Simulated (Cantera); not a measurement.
Cantera run:

```python
import numpy as np
import cantera as ct

gas_names = """
    H HO2 H2 H2O H2O2 Mg MgH MgO MgOH MgO2H2 Mg2 O OH O2 O3
""".split()
cond_names = """
    H2O(s) H2O(L) Mg(cr) Mg(L) MgO(s) MgO(L) MgO2H2(s)
""".split()


# ... load() reads the species with a 1 bar reference pressure and builds the phases ...
atoms = {
    'Mg(OH)2': {'Mg': 1, 'O': 2, 'H': 2},
    'H2': {'H': 2},
}
top_T = {}  # K; cautious upper limits of use, not melting points


# ... equilibrate(T, P, feed) seeds the gas with the atoms and calls Mixture.equilibrate('TP', solver="vcs", rtol=1e-11, max_steps=5000) ...
results = []
feed = {'Mg(OH)2': 1, 'H2': 0.29}  # mol
P = 430  # Pa
for T in [823, 973, 1123, 1273, 1423, 1573, 1723, 1873]:
    mix = equilibrate(T, P, feed)
    results.append((T, P, feed, dict(zip(mix.species_names, mix.species_moles))))

top = {s: max(r[3][s] / sum(r[3][g] for g in gas_names) for r in results) for s in gas_names}
cols = sorted((s for s in top if top[s] > 0.0001), key=lambda s: -top[s])[:7]
seen = [c for c in cond_names if any(r[3].get(c, 0) > 1e-12 for r in results)]
print("log10 of partial pressures in bar; condensed amounts in mol")
print(f"{'T/K':>10s}" + "".join(f"{s[:9]:>10s}" for s in cols + seen))
for T, P, feed, n in results:
    ng = sum(n[g] for g in gas_names)
    print(f"{T:10.4g}" + "".join(f"{np.log10(max(n[s] / ng * P / 1e5, 1e-99)):10.3f}" for s in cols)
          + "".join(f"{n.get(c, 0):10.4g}" for c in seen))
```

It prints:

```
log10 of partial pressures in bar; condensed amounts in mol
       T/K       H2O        H2         H        OH        Mg    MgO(s)
       823    -2.477    -3.015   -12.642   -15.482   -23.620         1
       973    -2.477    -3.015   -10.473   -12.684   -18.772         1
      1123    -2.477    -3.015    -8.878   -10.629   -15.240         1
      1273    -2.477    -3.015    -7.654    -9.055   -12.556         1
      1423    -2.477    -3.015    -6.685    -7.811   -10.450         1
      1573    -2.477    -3.015    -5.898    -6.803    -8.755         1
      1723    -2.478    -3.016    -5.247    -5.970    -7.363         1
      1873    -2.479    -3.020    -4.700    -5.270    -6.202    0.9998
```

Method: chemical equilibrium by Gibbs-energy minimisation in Cantera with the NASA 1993 tables (ideal gas, pure condensed phases).
